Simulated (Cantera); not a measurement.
Input (Python, Cantera) and output of one run.

```python
import numpy as np
import cantera as ct

gas_names = """
    F F2 H HF H2 H2F2 H3F3 H4F4 H5F5 H6F6 H7F7 N NF NF2 NF3 NH NH2 NH3 N2 N2H2 N2H4 Si SiF SiF2 SiF3
    SiF4 SiH SiHF3 SiH2 SiH2F2 SiH3 SiH3F SiH4 SiN Si2 Si2N Si3
""".split()
cond_names = """
    Si(cr) Si(L) Si3N4(a)
""".split()


# ... load() reads the species with a 1 bar reference pressure and builds the phases ...
atoms = {
    'SiF4': {'Si': 1, 'F': 4},
    'NH3': {'N': 1, 'H': 3},
}
top_T = {'Si3N4(a)': 2400}  # K; cautious upper limits of use, not melting points


# ... equilibrate(T, P, feed) seeds the gas with the atoms and calls Mixture.equilibrate('TP', solver="vcs", rtol=1e-11, max_steps=5000) ...
results = []
feed = {'SiF4': 1, 'NH3': 3.1}  # mol
T = 1448.15  # K
P = 133.322  # Pa
mix = equilibrate(T, P, feed)
results.append((T, P, feed, dict(zip(mix.species_names, mix.species_moles))))
print(gas.report(threshold=1e-05))
for i in range(1, mix.n_phases):
    print(f"{mix.phase(i).name:16s} {mix.phase_moles(i):12.5e} mol")
```

It prints:

```
       temperature   1448.2 K
          pressure   133.32 Pa
           density   0.00023866 kg/m^3
  mean mol. weight   21.554 kg/kmol
   phase of matter   gas

                          1 kg             1 kmol
                     ---------------   ---------------
          enthalpy       -7.9389e+06       -1.7112e+08  J
   internal energy       -8.4976e+06       -1.8316e+08  J
           entropy             13449        2.8988e+05  J/K
    Gibbs function       -2.7415e+07       -5.9091e+08  J
 heat capacity c_p            1956.7             42176  J/K
 heat capacity c_v              1571             33861  J/K

                      mass frac. Y      mole frac. X     chem. pot. / RT
                     ---------------   ---------------   ---------------
                 H        9.3664e-06        0.00020028           -12.794
                HF          0.020773           0.02238           -56.736
                H2           0.05865           0.62706           -25.588
                N2           0.27679           0.21297           -34.071
              SiF2         0.0052385         0.0017087           -97.507
              SiF3          0.070503          0.017861           -141.45
              SiF4           0.56366           0.11673           -185.39
             SiHF3         0.0043587         0.0010913           -154.24
     [  +29 minor]        1.5704e-05        5.1124e-06

Si(cr)            0.00000e+00 mol
Si3N4(a)          0.00000e+00 mol
```

These are equilibrium values from Cantera (NASA tables, ideal gas, pure condensed phases), not measurements of a reactor. The tables' values for SiF3, SiF2 are old estimates; treat these amounts as uncertain.
